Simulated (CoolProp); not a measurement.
A single-stage vapour-compression cycle with CH2F2 (R32): evaporating at 246.15 K (dew point), condensing at 288.15 K (bubble point), superheat 2 K, subcooling 0 K, compressor efficiency 0.75, no pressure losses. Each further row changes one setting.

Model: reference Helmholtz-energy equation of state, Tillner-Roth 1997, in CoolProp.

```csv
case,cooling COP,pressure ratio,discharge temperature (K),refrigerating effect (kJ/kg),volumetric capacity (kJ/m³)
as stated,3.58,4.15,349.8,283,2400
evaporating temperature 251.15 K,4.24,3.41,340.6,285,2920
condensing temperature 283.15 K,4.17,3.58,338.6,292,2480
subcooling 5 K,3.70,4.15,349.8,292,2480
superheat 12 K,3.51,4.15,363.1,292,2350
compressor efficiency 0.65,3.10,4.15,361.3,283,2400
```
